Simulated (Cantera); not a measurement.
Input: 1 mol Fe2O3, 11 mol H2, equilibrated at 923.15 K and 100 Torr.

Cantera equilibrium calculation (NASA polynomials, part measured and part estimated; ideal gas, pure solids and liquids). Candidate condensed phases: Fe, FeO, Fe(OH)2, Fe(OH)3, Fe2O3, Fe3O4, H2O; 12 gas species. The tables' stoichiometric FeO is somewhat more stable than real wüstite, so its field is too wide. FeO: taken at fixed stoichiometry. The numbers say what is thermodynamically allowed, not how fast it happens.

### Question
What is the equilibrium state?

### Answer
| Property | Result |
|---|---|
| x(H2) | 0.873 |
| x(H2O) | 0.127 |
| n(Fe(α)) | 0.392 mol |
| n(FeO(s)) | 1.61 mol |
| gas amount | 11.00 mol |
| log10 activity of Fe(OH)2(s) (absent) | -6.41 |
| log10 activity of Fe(OH)3(s) (absent) | -12.37 |
